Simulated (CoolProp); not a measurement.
R1234ze(Z) along the isobar 13900 kPa: fugacity coefficient from the reference equation and from simpler models built on Tc = 423.3 K, pc = 3531 kPa, ω = 0.327; each cubic takes its own stable root.

The numbers come from the reference Helmholtz-energy equation of state, Akasaka 2019 in CoolProp.

```
T (K)          phase  reference  van der Waals  Peng-Robinson
-----  -------------  ---------  -------------  -------------
335.9         liquid    0.05560         0.1676        0.05905
346.3         liquid    0.07018         0.1854        0.07462
356.7         liquid    0.08694         0.2037        0.09253
367.1         liquid     0.1059         0.2225         0.1128
377.6         liquid     0.1272         0.2420         0.1356
388           liquid     0.1503         0.2616         0.1603
398.4         liquid     0.1754         0.2815         0.1870
408.8         liquid     0.2021         0.3015         0.2155
419.2         liquid     0.2304         0.3217         0.2455
429.6  supercritical     0.2599         0.3420         0.2768
440    supercritical     0.2904         0.3623         0.3089
```
